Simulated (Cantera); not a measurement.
A closed system holds: 1 mol SiH4, 0.49 mol NO, 0.17 mol H2, held at 0.00140 bar.

Cantera equilibrium calculation (NASA polynomials, part measured and part estimated; ideal gas, pure solids and liquids). Candidate condensed phases: H2O, Si, SiO2, Si2N2O, Si3N4; 35 gas species. Mutual solubility and eutectic melting of coexisting phases are not modelled. The tables hold silica as quartz up to 1696 K and as liquid above; real silica turns to tridymite and cristobalite and melts near 1996 K. Gases not in the tables: Si2H6 and higher silanes. Rates play no part.

Question: Which condensed phases are stable at each of these points (T (K)): 625, 825, 1025, 1225, 1425, 1625, 1825, 2025?

Answer: 
| T (K) | condensed phases | Si condensed (%) |
|---|---|---|
| 625 | Si(s) + SiO2(α-quartz) + Si2N2O(s) | 100.0 |
| 825 | Si(s) + SiO2(α-quartz) + Si2N2O(s) | 100.0 |
| 1025 | Si(s) + SiO2(β-quartz) + Si2N2O(s) | 100.0 |
| 1225 | Si(s) + SiO2(β-quartz) + Si2N2O(s) | 99.8 |
| 1425 | Si(s) + SiO2(β-quartz) + Si2N2O(s) | 79.1 |
| 1625 | Si(s) + Si2N2O(s) | 68.6 |
| 1825 | Si(l) | 50.0 |
| 2025 | Si(l) | 37.3 |

From 625 K to 825 K the condensed part is Si(s) + SiO2(α-quartz) + Si2N2O(s). From 1025 K to 1425 K the condensed part is Si(s) + SiO2(β-quartz) + Si2N2O(s). At 1625 K the condensed part is Si(s) + Si2N2O(s). From 1825 K to 2025 K the condensed part is Si(l).
